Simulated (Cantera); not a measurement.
Mixture: H2 : O2 : N2 = 1 : 0.294 : 1.11 (molar parts), equivalence ratio 1.7, at 1000000 Pa, adiabatic and at constant pressure. Ignition delay is the time to a rise of 400 K.

Model: the H2/O2 subset of GRI-Mech 3.0, which has no nitrogen chemistry, integrated in Cantera. The hydrogen kinetics of GRI-Mech 3.0 are dated; newer H2 mechanisms differ, most at raised pressure.

**Question.** What does this change do: pressure from 1000000 Pa to 32000 Pa?

**Answer.** 
```csv
quantity,before,after
delay at 1098 K,0.769 ms,0.281 ms
delay at 1148 K,0.240 ms,0.213 ms
delay at 1198 K,63.2 µs,0.169 ms
delay at 1248 K,14.0 µs,0.141 ms
delay at 1298 K,5.70 µs,0.122 ms
delay at 1348 K,3.51 µs,0.110 ms
```
Where the delays flatten at high temperature, the 400 K rule measures the pace of heat release, not the induction time.

**Question.** What does this change do: O2 0.294 to 0.23 parts?

**Answer.** 
```csv
quantity,before,after
delay at 1098 K,0.769 ms,0.776 ms
delay at 1148 K,0.240 ms,0.243 ms
delay at 1198 K,63.2 µs,65.6 µs
delay at 1248 K,14.0 µs,16.1 µs
delay at 1298 K,5.70 µs,6.76 µs
delay at 1348 K,3.51 µs,4.18 µs
```
